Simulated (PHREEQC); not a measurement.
Make-up at 20 °C: 0.0025 mol/kgw HF. Closed to the air; pH follows from the charge balance.

All values are PHREEQC results (ion-association model, phreeqc.dat), not measurements.

Precipitation was switched off in this run.

Order these F species by the share of F that they hold, largest first: HF2-, HF, F-.

HF (57 %), F- (42 %), HF2- (0.45 %)

The pH is 2.99 and the ionic strength 0.00106 mol/kgw. Species that the database lacks are ignored.
